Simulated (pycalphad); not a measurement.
An equivalent pycalphad script:

```python
from pycalphad import Database, equilibrium, calculate, variables as v
import numpy as np
db = Database('COST507.tdb')
comps = ['AL', 'SI', 'FE', 'VA']
phases = ['AL13FE4', 'AL2FE', 'AL5FE2', 'AL5FE4', 'ALFESI_ALPHA', 'ALFESI_BETA', 'ALFESI_DELTA', 'ALFESI_GAMMA', 'ALFESI_TAU1', 'ALFESI_TAU3', 'BCC_B2', 'DIAMOND_A4', 'FCC_A1', 'FE2SI', 'FE5SI3', 'FESI', 'FESI2_H', 'FESI2_L', 'LIQUID']
eq = equilibrium(db, comps, phases, {v.X('SI'): 0.0024, v.X('FE'): 0.0226, v.T: np.arange(1850, 499, -40), v.P: 101325, v.N: 1}, output=['HM', 'SM'])
```

Source of the numbers: pycalphad with the COST 507 light-alloy database (1999); pressure 1 atm. The database dates from 1999; later assessments differ in places, in temperatures and in the compounds included. Amounts are mole fractions of atoms. Diffusion is slow at the low end, where real alloys seldom reach equilibrium.

Results at three of the temperatures:

```
T = 1530.00 K, P = 101325 Pa, N = 1 mol of atoms
G = -88217 J/mol, H = 45966 J/mol, S = 87.70 J/(mol K)  (SER reference)
chemical potentials (J/mol): Al -85874, Si -144021, Fe -183361
phase             fraction      x(Al)      x(Si)      x(Fe)
LIQUID              1.0000     0.9750     0.0024     0.0226
```

```
T = 1370.00 K, P = 101325 Pa, N = 1 mol of atoms
G = -74461 J/mol, H = 40864 J/mol, S = 84.18 J/(mol K)  (SER reference)
chemical potentials (J/mol): Al -72178, Si -122064, Fe -167903
phase             fraction      x(Al)      x(Si)      x(Fe)
LIQUID              1.0000     0.9750     0.0024     0.0226
```

```
T = 1050.00 K, P = 101325 Pa, N = 1 mol of atoms
G = -48819 J/mol, H = 30684 J/mol, S = 75.72 J/(mol K)  (SER reference)
chemical potentials (J/mol): Al -46649, Si -79747, Fe -139122
phase             fraction      x(Al)      x(Si)      x(Fe)
LIQUID              1.0000     0.9750     0.0024     0.0226
```

Changes of the phase set, refined by bisection:

```json
[
 {"T (°C)": "762.0", "phases above": "liquid", "phases below": "AL13FE4 + liquid"},
 {"T (°C)": "652.5", "phases above": "AL13FE4 + liquid", "phases below": "AL13FE4 + fcc + liquid"},
 {"T (°C)": "639.2", "phases above": "AL13FE4 + fcc + liquid", "phases below": "AL13FE4 + fcc"},
 {"T (°C)": "583.5", "phases above": "AL13FE4 + fcc", "phases below": "AL13FE4 + ALFESI_ALPHA + fcc"}
]
```

Database names, with the compositions (at.%) that they take in these runs: AL13FE4: Al 76 Fe 24; ALFESI_ALPHA: Al 74 Fe 19 Si 7.
